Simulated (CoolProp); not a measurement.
Vapour-liquid equilibrium of R22 (1) + methanol (2) at 0.65 °C; x and y are mole fractions of (1).

Model: multi-fluid Helmholtz-energy mixture model, Kamei 1995 and de Reuck 1993; pair parameters Bell 2016, in CoolProp.

Q: Give the bubble pressure and the first vapour's composition at x = 0.45, 0.55, 0.85. Is there an azeotrope?

A: x = 0.45: 0.2886 MPa, y = 0.989; x = 0.55: 0.3286 MPa, y = 0.991; x = 0.85: 0.4382 MPa, y = 0.996. No azeotrope shows between x = 0.05 and 0.95.

Pair parameters are fitted to limited data, so mixtures are less certain than the pure fluids. With so large a gap from Raoult's law the liquid may split in two, which this calculation doesn't test in full.
